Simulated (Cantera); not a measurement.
A Cantera script and its output.

```python
import numpy as np
import cantera as ct

gas = ct.Solution("gri30.yaml")


def delay(T, t_max=10):
    gas.TPX = T, 1000000, {'CH4': 1, 'CO': 0.55, 'O2': 5.29, 'N2': 19.9}
    reactor = ct.IdealGasReactor(gas, clone=False)
    net = ct.ReactorNet([reactor])
    net.rtol, net.atol = 1e-8, 1e-16
    while net.time < t_max:
        t_old, T_old = net.time, reactor.T
        net.step()
        if reactor.T > T + 400:  # ignition: a rise of 400 K
            return t_old + (T + 400 - T_old) / (reactor.T - T_old) * (net.time - t_old)
    return np.nan


taus = []
for T in [1223, 1323, 1423, 1523, 1623, 1723, 1823, 1923]:
    taus.append(delay(T))
    print(f"T0 = {T:6g} K   tau = {taus[-1]:.4e} s")
```

It prints:

```
T0 =   1223 K   tau = 2.8401e-03 s
T0 =   1323 K   tau = 8.1423e-04 s
T0 =   1423 K   tau = 2.7489e-04 s
T0 =   1523 K   tau = 1.0656e-04 s
T0 =   1623 K   tau = 4.6626e-05 s
T0 =   1723 K   tau = 2.2644e-05 s
T0 =   1823 K   tau = 1.2015e-05 s
T0 =   1923 K   tau = 6.8735e-06 s
```

Cantera simulation using GRI-Mech 3.0 (53 species, 325 reactions); the numbers are that mechanism's predictions, not measurements.
